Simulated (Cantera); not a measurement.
Silicon etching in halogen gases: Si + HCl + N₂ + NF₃

Input: 1 mol Si, 4.2 mol HCl, 6.2 mol N₂, a varied amount of NF₃, equilibrated at 17.0 mbar.

Equilibrium computed with Cantera from the NASA thermochemical tables; the gas is ideal and each condensed phase is pure. Candidate condensed phases: NH₄Cl, Si, Si₃N₄; 49 gas species. The tables' values for SiCl₃, SiF₂, SiF₃ are old estimates. Rates play no part.

**Question.** Map the stable condensed phases over T = 773, 873, 973, 1073, 1173, 1273, 1373, 1473, 1573, 1673, 1773 K and n(NF₃) in mol = 0.58, 0.73, 0.92, 1.2, 1.5, 1.8, 2.3, 2.9, 3.6, 4.6, 5.8.

**Answer.** 
```
T in K \ n(NF₃) in mol
         0.58 0.73 0.92  1.2  1.5  1.8  2.3  2.9  3.6  4.6  5.8
   1773     A    A    A    A    A    A    A    A    A    A    A
   1673     A    A    A    A    A    A    A    A    A    A    A
   1573     A    A    A    A    A    A    A    A    A    A    A
   1473     A    A    A    A    A    A    A    A    A    A    A
   1373     B    A    A    A    A    A    A    A    A    A    A
   1273     B    B    A    A    A    A    A    A    A    A    A
   1173     B    B    A    A    A    A    A    A    A    A    A
   1073     B    B    A    A    A    A    A    A    A    A    A
    973     B    B    A    A    A    A    A    A    A    A    A
    873     B    A    A    A    A    A    A    A    A    A    A
    773     B    A    A    A    A    A    A    A    A    A    A
```
A: gas only; B: Si₃N₄.
